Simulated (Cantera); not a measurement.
MgO + N2 (sublimation and decomposition of ceramics)

A closed system holds: 1 mol MgO, 0.37 mol N2, equilibrated at 1.00 Torr.

Cantera equilibrium calculation (NASA polynomials, part measured and part estimated; ideal gas, pure solids and liquids). Candidate condensed phases: Mg, MgO; 13 gas species. Rates play no part.

From 1623 K to 2373 K the condensed part is MgO(s). From 2523 K to 2973 K nothing is condensed. The main Mg-bearing gas is Mg throughout.

```tsv
T (K)	x N2	x Mg	x O	x O2	x MgO	x NO	n MgO(s)
1623	1.000	4.90e-6	3.58e-7	4.71e-7	1.63e-9	3.60e-6	1.000
1773	1.000	8.13e-5	1.04e-5	1.65e-5	9.99e-8	3.78e-5	1.000
1923	0.998	0.000951	0.000163	0.000270	3.20e-6	0.000248	1.000
2073	0.986	0.00813	0.00162	0.00266	6.18e-5	0.00117	0.997
2223	0.912	0.0527	0.0116	0.0184	0.000795	0.00424	0.978
2373	0.550	0.270	0.0642	0.0977	0.00736	0.0104	0.815
2523	0.177	0.479	0.171	0.149	0.0130	0.00957	0
2673	0.168	0.458	0.266	0.0912	0.00806	0.00928	0
2823	0.160	0.440	0.343	0.0444	0.00457	0.00788	0
2973	0.157	0.430	0.386	0.0187	0.00249	0.00615	0
```
x: gas mole fraction; n: condensed amount in mol.
